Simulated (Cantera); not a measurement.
Charge: 1 mol Si, 7.3 mol H₂, held at 2480 Torr.

Cantera equilibrium calculation (NASA polynomials, part measured and part estimated; ideal gas, pure solids and liquids). Candidate condensed phases: Si; 9 gas species. Gases not in the tables: Si₂H₆ and higher silanes. Equilibrium is a limit: real reactors are often held back by kinetics, nucleation or transport.

x: gas mole fraction; n: condensed amount in mol.

```
T (K)   x H₂       x H    x SiH₂      x SiH₄     x SiH  n Si(s)  n Si(l)
-----  -----  --------  --------  ----------  --------  -------  -------
573     1.00    <1e-12    <1e-12  (withheld)    <1e-12    1.000        0
673     1.00    <1e-12    <1e-12  (withheld)    <1e-12    1.000        0
773    1.000    <1e-12    <1e-12  (withheld)    <1e-12    1.000        0
873    1.000  2.58e-11  1.37e-12  (withheld)    <1e-12    1.000        0
973    1.000  5.95e-10  4.19e-11  (withheld)    <1e-12    1.000        0
1073   1.000   7.71e-9  6.77e-10  (withheld)    <1e-12    1.000        0
1173   1.000   6.49e-8   6.81e-9  (withheld)  4.88e-12    1.000        0
1273   1.000   3.93e-7   4.76e-8  (withheld)  9.59e-11    1.000        0
1373   1.000   1.83e-6   2.51e-7  (withheld)   1.21e-9    1.000        0
1473   1.000   6.96e-6   1.05e-6  (withheld)   1.08e-8    1.000        0
1573   1.000   2.24e-5   3.67e-6  (withheld)   7.29e-8    1.000        0
1673   1.000   6.27e-5   1.10e-5     4.11e-6   3.89e-7    1.000        0
1773   1.000  0.000157   2.47e-5     3.82e-6   1.45e-6        0    1.000
```

Problem. Fill in the missing entries.

Solution. 
- 573, x SiH₄: 1.48e-7
- 673, x SiH₄: 3.35e-7
- 773, x SiH₄: 5.93e-7
- 873, x SiH₄: 9.06e-7
- 973, x SiH₄: 1.26e-6
- 1073, x SiH₄: 1.64e-6
- 1173, x SiH₄: 2.03e-6
- 1273, x SiH₄: 2.44e-6
- 1373, x SiH₄: 2.86e-6
- 1473, x SiH₄: 3.27e-6
- 1573, x SiH₄: 3.69e-6
